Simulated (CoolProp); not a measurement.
The fluid at 349.49 K and 2.56 MPa is throttled through a valve to 1.46 MPa with no heat exchange. The same conditions are run with several fluids, on thermodynamics alone (safety and materials aside).

Computed with CoolProp (reference Helmholtz-energy equation of state of each fluid (CH2F2 (R32): Tillner-Roth 1997; carbon monoxide: Lemmon 2006; hydrogen sulfide: Lemmon 2006; CF4 (R14): Platzer 1990; ethylene: Smukala 2000)). The equations of Platzer and Polt are older, rougher fits.

Task: Rank CH2F2 (R32), carbon monoxide, hydrogen sulfide, CF4 (R14), ethylene by temperature change (K), highest first.

Result: carbon monoxide (-1.8), CF4 (R14) (-4.1), ethylene (-7.8), hydrogen sulfide (-14.3), CH2F2 (R32) (-17.2)

```tsv
fluid	final density (kg/m³)
CH2F2 (R32)	31.6
carbon monoxide	14.1
hydrogen sulfide	19.4
CF4 (R14)	46.1
ethylene	15.3
```
